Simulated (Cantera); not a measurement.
Cantera run, input and output.

```python
import numpy as np
import cantera as ct

gas = ct.Solution("gri30.yaml")
gas.TPX = 300, 16000, {'C3H8': 1, 'O2': 3.57, 'N2': 13.4}
flame = ct.FreeFlame(gas, width=0.14)
flame.set_refine_criteria(ratio=3, slope=0.08, curve=0.16)
flame.transport_model = "mixture-averaged"
flame.solve(loglevel=0, auto=True)
z, T = flame.grid, flame.T
thick = (T[-1] - T[0]) / np.gradient(T, z).max()
show = ['C3H8', 'O2', 'O', 'HCN', 'H', 'CH2']
print(f"laminar burning velocity  {flame.velocity[0] * 100:.3f} cm/s")
print(f"burnt temperature         {T[-1]:.1f} K")
print(f"thermal thickness         {thick * 1e3:.4f} mm")
print(f"grid points               {len(z)}")
z0 = z[flame.heat_release_rate.argmax()]
print(f"{'z/mm':>9s}{'T/K':>9s}{'u/(m/s)':>9s}" + "".join(f"{s:>11s}" for s in show))
rows = []
for k in (-3, -2, -1.5, -1, -0.5, -0.25, 0, 0.25, 0.5, 1, 2, 4, 8):
    zz = z0 + k * thick
    rows.append([k * thick, np.interp(zz, z, T), np.interp(zz, z, flame.velocity),
                 *(np.interp(zz, z, flame.X[gas.species_index(s)]) for s in show)])
    print(f"{rows[-1][0] * 1e3:9.3f}{rows[-1][1]:9.1f}{rows[-1][2]:9.3f}" + "".join(f"{x:11.3e}" for x in rows[-1][3:]))
```

Output:

```
laminar burning velocity  47.399 cm/s
burnt temperature         1991.2 K
thermal thickness         1.9530 mm
grid points               146
     z/mm      T/K  u/(m/s)       C3H8         O2          O        HCN          H        CH2
   -5.859    300.0    0.475  5.557e-02  1.983e-01  8.047e-14  2.024e-11  4.472e-17  8.702e-22
   -3.906    301.2    0.478  5.538e-02  1.975e-01  4.871e-12  1.014e-09  8.561e-14  1.577e-17
   -2.929    308.9    0.494  5.507e-02  1.958e-01  5.565e-11  1.222e-08  1.932e-11  9.543e-15
   -1.953    387.8    0.630  5.379e-02  1.873e-01  4.297e-09  2.596e-07  1.879e-07  6.851e-11
   -0.976    860.3    1.463  3.767e-02  1.402e-01  1.746e-06  3.557e-06  8.763e-05  1.937e-07
   -0.488   1269.5    2.249  1.283e-02  9.325e-02  4.917e-05  8.392e-06  8.401e-04  1.070e-05
    0.000   1631.7    2.972  5.018e-04  4.658e-02  3.474e-04  1.626e-05  4.107e-03  7.181e-05
    0.488   1822.2    3.339  1.103e-06  1.908e-02  6.967e-04  2.309e-05  8.269e-03  6.712e-05
    0.976   1889.9    3.459  5.221e-10  7.430e-03  7.851e-04  2.283e-05  1.103e-02  2.183e-05
    1.953   1919.4    3.500  9.793e-17  1.634e-03  6.887e-04  1.465e-05  1.287e-02  1.170e-06
    3.906   1929.6    3.508  4.226e-23  7.396e-04  5.957e-04  5.153e-06  1.289e-02  8.937e-09
    7.812   1938.6    3.520  2.344e-29  6.240e-04  5.223e-04  8.917e-07  1.212e-02  1.114e-11
   15.624   1951.7    3.541  2.139e-34  5.073e-04  4.240e-04  7.620e-08  1.080e-02  1.748e-14
```

Detailed kinetics in Cantera: GRI-Mech 3.0 (53 species, 325 reactions). GRI-Mech 3.0 was tuned for natural gas; its chemistry of propane as a main component is partial and can be far from experiment. Burning velocities carry a grid error of a few per cent, more on coarse grids.
